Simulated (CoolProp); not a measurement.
Vapour-liquid equilibrium of n-heptane (1) + p-xylene (2) at 414.5 K; x and y are mole fractions of (1).

Model: multi-fluid Helmholtz-energy mixture model, Span 2003 and Zhou 2012; pair parameters Bell 2016, in CoolProp.

```json
[
 {"x": "0.05", "bubble pressure (kPa)": "122.9", "y at the bubble point": "0.145", "dew pressure at overall composition x (kPa)": "114.0", "liquid density (mol/L)": "6.988"},
 {"x": "0.15", "bubble pressure (kPa)": "147.1", "y at the bubble point": "0.350", "dew pressure at overall composition x (kPa)": "123.4", "liquid density (mol/L)": "6.837"},
 {"x": "0.25", "bubble pressure (kPa)": "169.1", "y at the bubble point": "0.491", "dew pressure at overall composition x (kPa)": "134.3", "liquid density (mol/L)": "…"},
 {"x": "0.35", "bubble pressure (kPa)": "…", "y at the bubble point": "0.597", "dew pressure at overall composition x (kPa)": "147.1", "liquid density (mol/L)": "…"},
 {"x": "0.45", "bubble pressure (kPa)": "209.0", "y at the bubble point": "0.681", "dew pressure at overall composition x (kPa)": "162.2", "liquid density (mol/L)": "6.406"},
 {"x": "0.55", "bubble pressure (kPa)": "227.5", "y at the bubble point": "0.753", "dew pressure at overall composition x (kPa)": "180.1", "liquid density (mol/L)": "6.270"},
 {"x": "0.65", "bubble pressure (kPa)": "245.6", "y at the bubble point": "0.815", "dew pressure at overall composition x (kPa)": "201.5", "liquid density (mol/L)": "…"},
 {"x": "0.75", "bubble pressure (kPa)": "263.4", "y at the bubble point": "0.872", "dew pressure at overall composition x (kPa)": "226.8", "liquid density (mol/L)": "6.007"},
 {"x": "0.85", "bubble pressure (kPa)": "281.1", "y at the bubble point": "0.925", "dew pressure at overall composition x (kPa)": "256.3", "liquid density (mol/L)": "5.880"},
 {"x": "0.95", "bubble pressure (kPa)": "299.0", "y at the bubble point": "0.975", "dew pressure at overall composition x (kPa)": "289.9", "liquid density (mol/L)": "5.756"}
]
```

Q: What belongs in the gaps?

A: 
- 0.25, liquid density (mol/L): 6.690
- 0.35, bubble pressure (kPa): 189.6
- 0.35, liquid density (mol/L): 6.546
- 0.65, liquid density (mol/L): 6.137

No azeotrope shows between x = 0.05 and 0.95.

The pair parameters rest on a limited set of measurements; away from them the model extrapolates.
